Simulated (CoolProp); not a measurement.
Saturation properties of o-xylene (Tc = 630.3 K, pc = 3.737 MPa, ω = 0.312).

Computed with CoolProp (reference Helmholtz-energy equation of state, Zhou 2012).

| T (K) | p (MPa) | liquid density (kg/m³) | vapour density (kg/m³) | liquid viscosity (µPa s) | liquid conductivity (mW/(m K)) |
|---|---|---|---|---|---|
| 327.3 | 0.004163 | 851.2 | 0.1632 | 532 | 123 |
| 345.6 | 0.009347 | 835.3 | 0.3485 | 441 | 119 |
| 364 | 0.01914 | 819.1 | 0.6817 | 373 | 114 |
| 382.4 | 0.03613 | 802.5 | 1.236 | 320 | 109 |
| 400.7 | 0.06350 | 785.5 | 2.097 | 278 | 105 |
| 419.1 | 0.1056 | 767.9 | 3.384 | 244 | 100 |
| 437.4 | 0.1668 | 749.7 | 5.215 | 216 | 96.1 |
| 455.8 | 0.2531 | 730.7 | 7.767 | 192 | 92.2 |
| 474.1 | 0.3694 | 710.7 | 11.20 | 172 | 88.6 |
| 492.5 | 0.5235 | 689.4 | 15.80 | 154 | 85.2 |
| 510.8 | 0.7207 | 666.7 | 21.83 | 138 | 82.3 |
| 529.2 | 0.9708 | 641.8 | 29.82 | 123 | 79.7 |
| 547.5 | 1.280 | 614.3 | 40.37 | 108 | 77.5 |
| 565.9 | 1.660 | 582.6 | 54.77 | 93.8 | 75.9 |
| 584.2 | 2.120 | 544.5 | 75.14 | 79.0 | 74.9 |

It boils at 417.5 K under 1 atm.

Viscosity comes from a separate model (Cao 2016). Thermal conductivity comes from a separate model (Mylona 2014).
